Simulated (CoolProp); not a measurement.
Vapour-liquid equilibrium of methanol (1) + ethanol (2) at 406.1 K; x and y are mole fractions of (1).

Values from CoolProp's multi-fluid Helmholtz-energy mixture model, de Reuck 1993 and Schroeder 2014; pair parameters Bell 2016.

Give the bubble pressure and the first vapour's composition at x = 0.05, 0.35, 0.8. Is there an azeotrope?

x = 0.05: 6.378 bar, y = 0.069; x = 0.35: 7.184 bar, y = 0.422; x = 0.8: 8.450 bar, y = 0.848. No azeotrope shows between x = 0.05 and 0.95.

Pair parameters are fitted to limited data, so mixtures are less certain than the pure fluids.
